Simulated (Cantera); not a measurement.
Input: 1 mol FeS2, 1.3 mol SO3, 0.88 mol CO2, at 1573 K and 0.0130 bar.

Method: chemical equilibrium by Gibbs-energy minimisation in Cantera with the NASA 1993 tables (ideal gas, pure condensed phases). Candidate condensed phases: C, Fe, Fe(CO)5, FeO, FeS, FeSO4, FeS2, Fe2O3, Fe2(SO4)3, Fe3O4, S; 25 gas species. The tables' stoichiometric FeO is somewhat more stable than real wüstite, so its field is too wide. FeO: taken at fixed stoichiometry. Kinetics and transport are ignored.

Base state: SO2 0.468, S2 0.246, CO2 0.172, CO 0.0909, SO 0.0192, S2O 0.00397, COS 0.000448, S 0.000397 (mole fractions); condensed: FeO(s).

**Question.** What changes in the equilibrium state with this change: pressure from 0.0130 bar to 1.50 bar?

**Answer.** 
```
species        before     after
-----------  --------  --------
SO2             0.468     0.608
CO2             0.172     0.256
S2              0.246    0.0937
SO             0.0192   0.00526
CO             0.0909    0.0285
S            0.000397   2.28e-5
COS          0.000448  0.000933
S2O           0.00397   0.00720
FeO(s), mol     1.000     0.211
FeS(l), mol         0     0.789
```
Metal and sulfide melt together well below either melting point, which pure phases cannot show. Mutual solubility and eutectic melting of coexisting phases are not modelled. FeO, FeS: taken at fixed stoichiometry.
